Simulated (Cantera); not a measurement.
A Cantera script and what it prints.

```python
import numpy as np
import cantera as ct

gas_names = """
    H HNO HNO2 HNO3 HO2 H2 H2O H2O2 H2S H2SO4 Mg MgH MgN MgO MgOH MgO2H2 MgS Mg2 N NH NH2 NH3 NH2OH NO
    NO2 NO3 N2 N2H2 N2H4 N2O O OH O2 O3 S SH SN SO SO2 SO3 S2 S2O S8
""".split()
cond_names = """
    H2O(s) H2O(L) H2SO4(L) Mg(cr) Mg(L) MgO(s) MgO(L) MgO2H2(s) MgS(s) MgSO4(s) MgSO4(L) S(cr1) S(cr2)
    S(L)
""".split()


# ... load() reads the species with a 1 bar reference pressure and builds the phases ...
atoms = {
    'MgO': {'Mg': 1, 'O': 1},
    'O2': {'O': 2},
    'N2': {'N': 2},
    'H2S': {'H': 2, 'S': 1},
}
top_T = {'MgS(s)': 2250}  # K; cautious upper limits of use, not melting points


# ... equilibrate(T, P, feed) seeds the gas with the atoms and calls Mixture.equilibrate('TP', solver="vcs", rtol=1e-11, max_steps=5000) ...
results = []
feed = {'MgO': 1, 'O2': 3.6, 'N2': 6.9, 'H2S': 2.6}  # mol
T = 1150  # K
P = 250000  # Pa
mix = equilibrate(T, P, feed)
results.append((T, P, feed, dict(zip(mix.species_names, mix.species_moles))))
print(gas.report(threshold=0.001))
for i in range(1, mix.n_phases):
    print(f"{mix.phase(i).name:16s} {mix.phase_moles(i):12.5e} mol")
```

Result:

```
       temperature   1150 K
          pressure   2.5e+05 Pa
           density   0.86978 kg/m^3
  mean mol. weight   33.266 kg/kmol
   phase of matter   gas

                          1 kg             1 kmol
                     ---------------   ---------------
          enthalpy       -2.3256e+06       -7.7362e+07  J
   internal energy        -2.613e+06       -8.6924e+07  J
           entropy            7554.8        2.5132e+05  J/K
    Gibbs function       -1.1014e+07       -3.6638e+08  J
 heat capacity c_p              1200             39918  J/K
 heat capacity c_v            950.03             31604  J/K

                      mass frac. Y      mole frac. X     chem. pot. / RT
                     ---------------   ---------------   ---------------
               H2O           0.11488           0.21213           -51.245
               H2S         0.0048045         0.0046904           -34.095
                N2           0.48679           0.57805           -24.867
               SO2           0.37567           0.19509           -64.997
                S2          0.015734         0.0081632           -20.466
     [  +38 minor]         0.0021287         0.0018753

Mg(L)             0.00000e+00 mol
MgO(s)            1.00000e+00 mol
MgS(s)            0.00000e+00 mol
MgSO4(s)          0.00000e+00 mol
S(L)              0.00000e+00 mol
```

Method: chemical equilibrium by Gibbs-energy minimisation in Cantera with the NASA 1993 tables (ideal gas, pure condensed phases). Gases not in the tables: S3 to S7.
